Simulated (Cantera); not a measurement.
**Reactions in the system H-O-V**

Standard-state values (1 bar) from the NASA 1993 polynomials, evaluated with Cantera. Values are per mole of reaction as written; species without (g) are pure solids or liquids, kept so even where they would boil at 1 bar.

V2O3 + H2O(g) ⇌ 2 H(g) + 2 VO2(g)

```json
[
 {"T (K)": "300", "ΔH° (kJ)": "1431.3", "ΔS° (J/K)": "472.9", "ΔG° (kJ)": "1289.5", "log10 K": "-224.51", "condensed phases": "V2O3(s)"},
 {"T (K)": "573", "ΔH° (kJ)": "1427.2", "ΔS° (J/K)": "463.5", "ΔG° (kJ)": "1161.7", "log10 K": "-105.89", "condensed phases": "V2O3(s)"},
 {"T (K)": "773", "ΔH° (kJ)": "1423.5", "ΔS° (J/K)": "457.9", "ΔG° (kJ)": "1069.5", "log10 K": "-72.27", "condensed phases": "V2O3(s)"},
 {"T (K)": "973", "ΔH° (kJ)": "1419.0", "ΔS° (J/K)": "452.7", "ΔG° (kJ)": "978.5", "log10 K": "-52.53", "condensed phases": "V2O3(s)"},
 {"T (K)": "1173", "ΔH° (kJ)": "1413.2", "ΔS° (J/K)": "447.3", "ΔG° (kJ)": "888.5", "log10 K": "-39.56", "condensed phases": "V2O3(s)"},
 {"T (K)": "1373", "ΔH° (kJ)": "1406.0", "ΔS° (J/K)": "441.7", "ΔG° (kJ)": "799.5", "log10 K": "-30.42", "condensed phases": "V2O3(s)"},
 {"T (K)": "1573", "ΔH° (kJ)": "1397.2", "ΔS° (J/K)": "435.7", "ΔG° (kJ)": "711.8", "log10 K": "-23.64", "condensed phases": "V2O3(s)"},
 {"T (K)": "1773", "ΔH° (kJ)": "1386.9", "ΔS° (J/K)": "429.6", "ΔG° (kJ)": "625.3", "log10 K": "-18.42", "condensed phases": "V2O3(s)"},
 {"T (K)": "1973", "ΔH° (kJ)": "1375.0", "ΔS° (J/K)": "423.2", "ΔG° (kJ)": "540.0", "log10 K": "-14.30", "condensed phases": "V2O3(s)"},
 {"T (K)": "2173", "ΔH° (kJ)": "1361.6", "ΔS° (J/K)": "416.7", "ΔG° (kJ)": "456.0", "log10 K": "-10.96", "condensed phases": "V2O3(s)"},
 {"T (K)": "2373", "ΔH° (kJ)": "1230.2", "ΔS° (J/K)": "360.4", "ΔG° (kJ)": "374.9", "log10 K": "-8.25", "condensed phases": "V2O3(l)"},
 {"T (K)": "2573", "ΔH° (kJ)": "1219.3", "ΔS° (J/K)": "356.0", "ΔG° (kJ)": "303.3", "log10 K": "-6.16", "condensed phases": "V2O3(l)"}
]
```
